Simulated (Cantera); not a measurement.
Charge: 1 mol Si3N4, 0.095 mol CO2, 76 mol H2, at 100000 Pa.

Cantera equilibrium calculation (NASA polynomials, part measured and part estimated; ideal gas, pure solids and liquids). Candidate condensed phases: C, C6H6, C7H8, C8H18, H2O, Si, SiC, SiO2, Si2N2O, Si3N4; 151 gas species. Mutual solubility and eutectic melting of coexisting phases are not modelled. Kinetics and transport are ignored.

x: gas mole fraction; n: condensed amount in mol.

```
T (°C)   x H2      x N2     x CH4         x H       x NH3  n Si2N2O(s)  n Si3N4(s)  n SiC(s)
------  -----  --------  --------  ----------  ----------  -----------  ----------  --------
850     0.998  0.000830   0.00125     4.25e-8     8.05e-6        0.190       0.873         0
900     0.998  0.000831   0.00125     1.18e-7     6.25e-6        0.190       0.873         0
950     0.998  0.000831   0.00125     3.00e-7     4.94e-6        0.190       0.873         0
1000    0.998  0.000831   0.00125  (withheld)  (withheld)        0.190       0.873         0
1050    0.998  0.000831   0.00125  (withheld)  (withheld)        0.190       0.873         0
1100    0.998  0.000994   0.00100     3.33e-6     2.96e-6        0.190       0.867    0.0186
1150    0.998   0.00130  0.000533     6.64e-6     2.85e-6        0.190       0.855    0.0542
1200    0.998   0.00148  0.000272     1.26e-5     2.58e-6        0.190       0.849    0.0740
1250    0.998   0.00157  0.000140     2.31e-5     2.28e-6        0.190       0.845    0.0840
```

### Question
Some entries are withheld; supply them.

### Answer

- 1000, x H: 7.12e-7
- 1000, x NH3: 3.98e-6
- 1050, x H: 1.58e-6
- 1050, x NH3: 3.26e-6
